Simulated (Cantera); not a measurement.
What does this Cantera script print?

```python
import numpy as np
import cantera as ct

gas_names = """
    H HNO HNO2 HNO3 HO2 H2 H2O H2O2 N NH NH2 NH3 NH2OH NO NO2 NO3 N2 N2H2 N2H4 N2O O OH O2 O3 Si SiH
    SiH2 SiH3 SiH4 SiN SiO SiO2 Si2 Si2N Si3
""".split()
cond_names = """
    H2O(s) H2O(L) Si(cr) Si(L) SiO2(Lqz) SiO2(hqz) SiO2(L) Si2N2O(s) Si3N4(a)
""".split()


# ... load() reads the species with a 1 bar reference pressure and builds the phases ...
atoms = {
    'Si': {'Si': 1},
    'N2O': {'N': 2, 'O': 1},
    'H2': {'H': 2},
}
top_T = {'Si2N2O(s)': 2100, 'Si3N4(a)': 2400}  # K; cautious upper limits of use, not melting points


# ... equilibrate(T, P, feed) seeds the gas with the atoms and calls Mixture.equilibrate('TP', solver="vcs", rtol=1e-11, max_steps=5000) ...
results = []
feed = {'Si': 1, 'N2O': 0.022, 'H2': 120}  # mol
T = 1973  # K
P = 10000  # Pa
mix = equilibrate(T, P, feed)
results.append((T, P, feed, dict(zip(mix.species_names, mix.species_moles))))
x = sorted(zip(gas.X, gas.species_names), reverse=True)
print(f"T = {T:g} K  P = {P:g} Pa  gas = {mix.phase_moles(0):.4g} mol")
print("   x: " + "  ".join(f"{s} {v:.3e}" for v, s in x if v > 0.0001))
print("   condensed (mol): " + ("  ".join(f"{mix.phase(i).name} {mix.phase_moles(i):.4g}"
      for i in range(1, mix.n_phases) if mix.phase_moles(i) > 1e-12) or "none"))
```

Output:

```
T = 1973 K  P = 10000 Pa  gas = 120.3 mol
   x: H2 9.949e-01  H 4.256e-03  Si 3.155e-04  SiO 1.828e-04  N2 1.824e-04
   condensed (mol): Si(L) 0.9193
```

Method: chemical equilibrium by Gibbs-energy minimisation in Cantera with the NASA 1993 tables (ideal gas, pure condensed phases). Gases not in the tables: Si2H6 and higher silanes.
